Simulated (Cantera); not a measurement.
Input (Python, Cantera):

```python
import numpy as np
import cantera as ct

gas = ct.Solution("h2o2.yaml")
gas.TPX = 1048, 1333, {'H2': 0.044, 'O2': 1}
inlet = ct.Reservoir(gas, clone=True)

reactor = ct.IdealGasConstPressureReactor(gas, energy="off", clone=False)
exhaust = ct.Reservoir(gas, clone=True)
tau = [15, 5.8, 2.3, 0.9, 0.36, 0.14, 0.055, 0.022, 0.0085][0]
for a, b in ((inlet, reactor), (reactor, exhaust)):
    ct.MassFlowController(a, b, mdot=lambda t: reactor.mass / tau)
net = ct.ReactorNet([reactor])
show = ['H2', 'O2', 'H2O2', 'O', 'OH', 'HO2']

rows = []
print(f"{'tau/s':>10s}{'T/K':>9s}" + "".join(f"{s:>11s}" for s in show))
for tau in [15, 5.8, 2.3, 0.9, 0.36, 0.14, 0.055, 0.022, 0.0085]:
    net.initial_time = 0.0
    net.advance(30 * tau)
    before = gas.X
    net.advance(40 * tau)
    drift = np.max(np.abs(gas.X - before) / (gas.X + 1e-9))
    rows.append([gas.T, *gas[show].X, drift])
    print(f"{tau:10.3e}{gas.T:9.1f}" + "".join(f"{x:11.3e}" for x in gas[show].X))
```

It prints:

```
     tau/s      T/K         H2         O2       H2O2          O         OH        HO2
 1.500e+01   1048.0  5.881e-05  9.566e-01  5.283e-08  3.029e-04  1.894e-04  8.627e-07
 5.800e+00   1048.0  1.034e-04  9.563e-01  6.333e-08  5.612e-04  2.626e-04  1.260e-06
 2.300e+00   1048.0  1.770e-04  9.558e-01  7.411e-08  1.010e-03  3.628e-04  1.761e-06
 9.000e-01   1048.0  3.025e-04  9.549e-01  8.586e-08  1.801e-03  5.065e-04  2.389e-06
 3.600e-01   1048.0  5.085e-04  9.534e-01  9.861e-08  3.085e-03  7.045e-04  3.103e-06
 1.400e-01   1048.0  8.715e-04  9.510e-01  1.138e-07  5.152e-03  9.904e-04  3.897e-06
 5.500e-02   1048.0  1.503e-03  9.475e-01  1.323e-07  8.012e-03  1.376e-03  4.654e-06
 2.200e-02   1048.0  2.622e-03  9.433e-01  1.565e-07  1.117e-02  1.860e-03  5.265e-06
 8.500e-03   1048.0  4.829e-03  9.397e-01  1.933e-07  1.353e-02  2.443e-03  5.664e-06
```

Cantera simulation using the H2/O2 subset of GRI-Mech 3.0, which has no nitrogen chemistry; the numbers are that mechanism's predictions, not measurements. Radical loss at walls, strong at low pressure, is not modelled. The temperature is held fixed by assumption; the heat of reaction is taken as removed at once.
